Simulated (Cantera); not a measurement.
Source: NASA polynomial tables (part measured, part estimated), evaluated in Cantera. Values are per mole of reaction as written; species without (g) are pure solids or liquids, kept so even where they would boil at 1 bar.

**Question.** Between 1673 and 1773 K, where is each reaction favourable under standard conditions?
- CO2(g) ⇌ C + 2 O(g)
- C + O(g) ⇌ CO(g)
- 3 CO(g) ⇌ 3 C + O3(g)

**Answer.** 
- CO2(g) ⇌ C + 2 O(g): ΔG° is 683 kJ at 1673 K and 670 kJ at 1773 K; it stays positive (K < 1). ΔH° is 906 kJ and ΔS° 133 J/K at 1773 K.
- C + O(g) ⇌ CO(g): ΔG° is -402 kJ at 1673 K and -404 kJ at 1773 K; it stays negative (K > 1). ΔH° is -372 kJ and ΔS° 18 J/K at 1773 K.
- 3 CO(g) ⇌ 3 C + O3(g): ΔG° is 1031 kJ at 1673 K and 1063 kJ at 1773 K; it stays positive (K < 1). ΔH° is 497 kJ and ΔS° -319 J/K at 1773 K.
